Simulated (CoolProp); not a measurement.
R115 at 298.15 K and 1.76 MPa is throttled through a valve to 0.256 MPa with no heat exchange. Each further row changes one setting.

Model: reference Helmholtz-energy equation of state, Lemmon 2016, in CoolProp.

```
case                        temperature change (K)                       final phase  final density (kg/m³)
--------------------------  ----------------------  --------------------------------  ---------------------
as stated                                      [?]  two-phase, vapour fraction 0.367                   53.6
outlet pressure 0.0768 MPa                   -70.2  two-phase, vapour fraction 0.551                    [?]
outlet pressure 0.333 MPa                      [?]  two-phase, vapour fraction 0.312                    [?]
```

**Question.** Some entries are withheld; supply them.

**Answer.** 
- as stated, temperature change (K): -41.1
- outlet pressure 0.0768 MPa, final density (kg/m³): 11.7
- outlet pressure 0.333 MPa, temperature change (K): -33.6
- outlet pressure 0.333 MPa, final density (kg/m³): 80.0
